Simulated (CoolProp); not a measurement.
Model: reference Helmholtz-energy equation of state, Leachman 2009, in CoolProp.

### Question
For normal hydrogen, give the phase and the cv (kJ/(kg K)), speed of sound (m/s), conductivity (mW/(m K)) at 34.2 K and 0.618 bar; 34.2 K and 37.8 bar.

### Answer
- 34.2 K and 0.618 bar: gas; cv 6.21, speed of sound 482, conductivity 27.0
- 34.2 K and 37.8 bar: supercritical; cv 6.42, speed of sound 909, conductivity 103

Thermal conductivity comes from a separate model (Assael 2011).
